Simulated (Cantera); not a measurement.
What does this Cantera script print?

```python
import numpy as np
import cantera as ct

gas = ct.Solution("h2o2.yaml")
gas.TPX = 648, 101325, {'H2': 1, 'O2': 0.385, 'N2': 1.45, 'H2O': 0.12}
flame = ct.FreeFlame(gas, width=0.04)
flame.set_refine_criteria(ratio=3, slope=0.08, curve=0.16)
flame.transport_model = "mixture-averaged"
flame.solve(loglevel=0, auto=True)
z, T = flame.grid, flame.T
thick = (T[-1] - T[0]) / np.gradient(T, z).max()
show = ['H2', 'O2', 'H2O', 'HO2', 'H2O2', 'O']
print(f"laminar burning velocity  {flame.velocity[0] * 100:.3f} cm/s")
print(f"burnt temperature         {T[-1]:.1f} K")
print(f"thermal thickness         {thick * 1e3:.4f} mm")
print(f"grid points               {len(z)}")
z0 = z[flame.heat_release_rate.argmax()]
print(f"{'z/mm':>9s}{'T/K':>9s}{'u/(m/s)':>9s}" + "".join(f"{s:>11s}" for s in show))
rows = []
for k in (-3, -2, -1.5, -1, -0.5, -0.25, 0, 0.25, 0.5, 1, 2, 4, 8):
    zz = z0 + k * thick
    rows.append([k * thick, np.interp(zz, z, T), np.interp(zz, z, flame.velocity),
                 *(np.interp(zz, z, flame.X[gas.species_index(s)]) for s in show)])
    print(f"{rows[-1][0] * 1e3:9.3f}{rows[-1][1]:9.1f}{rows[-1][2]:9.3f}" + "".join(f"{x:11.3e}" for x in rows[-1][3:]))
```

It prints:

```
laminar burning velocity  932.667 cm/s
burnt temperature         2472.0 K
thermal thickness         0.4586 mm
grid points               138
     z/mm      T/K  u/(m/s)         H2         O2        H2O        HO2       H2O2          O
   -1.376    648.0    9.327  3.384e-01  1.303e-01  4.061e-02  5.569e-13  2.963e-15  1.319e-17
   -0.917    648.0    9.327  3.384e-01  1.303e-01  4.061e-02  1.467e-11  5.804e-15  1.333e-14
   -0.688    648.0    9.327  3.384e-01  1.303e-01  4.061e-02  1.422e-09  3.281e-13  2.338e-12
   -0.459    648.0    9.327  3.384e-01  1.303e-01  4.061e-02  3.363e-07  1.814e-10  1.121e-09
   -0.229    657.7    9.439  3.360e-01  1.303e-01  4.116e-02  2.016e-04  1.781e-06  6.064e-06
   -0.115    828.4   11.670  3.088e-01  1.259e-01  5.680e-02  2.248e-04  1.083e-05  2.941e-04
    0.000   1254.5   17.103  2.033e-01  8.734e-02  1.418e-01  9.073e-05  4.335e-06  4.798e-03
    0.115   1563.5   21.014  1.074e-01  3.068e-02  2.455e-01  2.857e-05  2.625e-06  8.993e-03
    0.229   1704.8   22.734  8.804e-02  1.550e-02  2.738e-01  1.327e-05  1.661e-06  8.832e-03
    0.459   1852.3   24.458  8.762e-02  1.093e-02  2.851e-01  8.242e-06  9.117e-07  7.530e-03
    0.917   2003.1   26.154  8.928e-02  8.189e-03  2.954e-01  5.457e-06  4.954e-07  5.664e-03
    1.834   2148.8   27.740  8.954e-02  5.529e-03  3.070e-01  3.367e-06  2.864e-07  3.736e-03
    3.669   2274.3   29.065  8.879e-02  3.288e-03  3.185e-01  1.935e-06  1.807e-07  2.144e-03
```

Computed with Cantera and the H2/O2 subset of GRI-Mech 3.0, which has no nitrogen chemistry. Burning velocities carry a grid error of a few per cent, more on coarse grids.
